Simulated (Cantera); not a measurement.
An isothermal, constant-pressure homogeneous reactor starts with 59.5 % NO, 40.5 % N2, at 1698 K and 0.0640 bar.

Model: GRI-Mech 3.0 (53 species, 325 reactions), integrated in Cantera.

x: mole fraction; the columns are a selection and need not sum to one.

```json
[
 {"t (s)": "1.00e-5", "x NO": "0.595", "x N2": "0.405", "x NO2": "3.67e-11", "x O2": "1.05e-12", "x N2O": "1.99e-8", "x O": "1.99e-8"},
 {"t (s)": "2.82e-5", "x NO": "0.595", "x N2": "0.405", "x NO2": "2.88e-10", "x O2": "8.26e-12", "x N2O": "5.61e-8", "x O": "5.59e-8"},
 {"t (s)": "7.95e-5", "x NO": "0.595", "x N2": "0.405", "x NO2": "2.26e-9", "x O2": "6.50e-11", "x N2O": "1.58e-7", "x O": "1.56e-7"},
 {"t (s)": "0.000224", "x NO": "0.595", "x N2": "0.405", "x NO2": "1.76e-8", "x O2": "5.07e-10", "x N2O": "4.45e-7", "x O": "4.29e-7"},
 {"t (s)": "0.000631", "x NO": "0.595", "x N2": "0.405", "x NO2": "1.32e-7", "x O2": "3.90e-9", "x N2O": "1.25e-6", "x O": "1.13e-6"},
 {"t (s)": "0.00178", "x NO": "0.595", "x N2": "0.405", "x NO2": "9.08e-7", "x O2": "2.95e-8", "x N2O": "3.50e-6", "x O": "2.68e-6"},
 {"t (s)": "0.00502", "x NO": "0.595", "x N2": "0.405", "x NO2": "5.04e-6", "x O2": "2.44e-7", "x N2O": "9.62e-6", "x O": "5.15e-6"},
 {"t (s)": "0.0141", "x NO": "0.595", "x N2": "0.405", "x NO2": "?", "x O2": "?", "x N2O": "?", "x O": "?"},
 {"t (s)": "0.0399", "x NO": "0.595", "x N2": "0.405", "x NO2": "4.59e-5", "x O2": "2.39e-5", "x N2O": "5.95e-5", "x O": "1.24e-5"},
 {"t (s)": "0.112", "x NO": "0.595", "x N2": "0.405", "x NO2": "6.10e-5", "x O2": "0.000145", "x N2O": "0.000107", "x O": "1.52e-5"},
 {"t (s)": "0.317", "x NO": "0.594", "x N2": "0.405", "x NO2": "6.64e-5", "x O2": "0.000565", "x N2O": "0.000128", "x O": "1.65e-5"},
 {"t (s)": "0.893", "x NO": "0.591", "x N2": "0.407", "x NO2": "7.36e-5", "x O2": "0.00178", "x N2O": "0.000127", "x O": "1.77e-5"},
 {"t (s)": "2.52", "x NO": "0.585", "x N2": "0.410", "x NO2": "?", "x O2": "?", "x N2O": "0.000123", "x O": "?"},
 {"t (s)": "7.10", "x NO": "0.566", "x N2": "0.419", "x NO2": "0.000125", "x O2": "0.0146", "x N2O": "0.000114", "x O": "2.70e-5"},
 {"t (s)": "20.0", "x NO": "0.516", "x N2": "0.444", "x NO2": "0.000177", "x O2": "0.0392", "x N2O": "9.21e-5", "x O": "3.87e-5"}
]
```

Complete the blanks.


- 0.0141, x NO2: 1.94e-5
- 0.0141, x O2: 2.45e-6
- 0.0141, x N2O: 2.54e-5
- 0.0141, x O: 8.25e-6
- 2.52, x NO2: 9.05e-5
- 2.52, x O2: 0.00520
- 2.52, x O: 2.07e-5
